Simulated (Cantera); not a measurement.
# Si + F₂ (silicon etching in halogen gases)

Feed: 1 mol Si, a varied amount of F₂, equilibrated at 650 °C and 6.68 Torr.

Method: chemical equilibrium by Gibbs-energy minimisation in Cantera with the NASA 1993 tables (ideal gas, pure condensed phases). Candidate condensed phases: Si; 9 gas species. The tables' values for SiF₃ are old estimates; treat these amounts as uncertain. Equilibrium is a limit: real reactors are often held back by kinetics, nucleation or transport.

```tsv
n(F₂) (mol)	x SiF₄	x F₂	x F	x SiF₃	x SiF₂	n Si(s)
0.72	0.999	<1e-12	<1e-12	0.000592	1.03e-6	0.640
0.95	0.999	<1e-12	<1e-12	0.000592	1.03e-6	0.525
1.3	0.999	<1e-12	<1e-12	0.000592	1.03e-6	0.350
1.7	0.999	<1e-12	<1e-12	0.000592	1.03e-6	0.150
2.2	0.777	0.0878	0.135	<1e-12	<1e-12	0
3	0.437	0.310	0.254	<1e-12	<1e-12	0
3.9	0.294	0.413	0.293	<1e-12	<1e-12	0
5.2	0.200	0.483	0.317	<1e-12	<1e-12	0
```
x: gas mole fraction; n: condensed amount in mol.

From 0.72 mol F₂ to 1.7 mol F₂ the condensed part is Si(s). From 2.2 mol F₂ to 5.2 mol F₂ nothing is condensed. The main Si-bearing gas is SiF₄ throughout.
